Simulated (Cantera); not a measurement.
Input (Python, Cantera) and output of one run.

```python
import numpy as np
import cantera as ct

gas_names = [...]  # 115 gases of nasa_gas.yaml made of C, Ca, H, O
cond_names = """
    C(gr) C6H6(L) C7H8(L) C8H18(L),n-octa Ca(a) Ca(b) Ca(L) CaCO3(caL) CaO(s) CaO(L) CaO2H2(s) H2O(s)
    H2O(L)
""".split()


# ... load() reads the species with a 1 bar reference pressure and builds the phases ...
atoms = {
    'CaCO3': {'Ca': 1, 'C': 1, 'O': 3},
    'O2': {'O': 2},
    'H2O': {'H': 2, 'O': 1},
}
top_T = {'C(gr)': 4500}  # K; cautious upper limits of use, not melting points


# ... equilibrate(T, P, feed) seeds the gas with the atoms and calls Mixture.equilibrate('TP', solver="vcs", rtol=1e-11, max_steps=5000) ...
results = []
feed = {'CaCO3': 1, 'O2': 0.24, 'H2O': 2.8}  # mol
T = 1798  # K
P = 5400  # Pa
mix = equilibrate(T, P, feed)
results.append((T, P, feed, dict(zip(mix.species_names, mix.species_moles))))
x = sorted(zip(gas.X, gas.species_names), reverse=True)
print(f"T = {T:g} K  P = {P:g} Pa  gas = {mix.phase_moles(0):.4g} mol")
print("   x: " + "  ".join(f"{s} {v:.3e}" for v, s in x if v > 0.001))
print("   condensed (mol): " + ("  ".join(f"{mix.phase(i).name} {mix.phase_moles(i):.4g}"
      for i in range(1, mix.n_phases) if mix.phase_moles(i) > 1e-12) or "none"))
```

Result:

```
T = 1798 K  P = 5400 Pa  gas = 4.046 mol
   x: H2O 6.900e-01  CO2 2.463e-01  O2 5.935e-02  OH 2.707e-03
   condensed (mol): CaO(s) 1
```

Cantera equilibrium calculation (NASA polynomials, part measured and part estimated; ideal gas, pure solids and liquids).
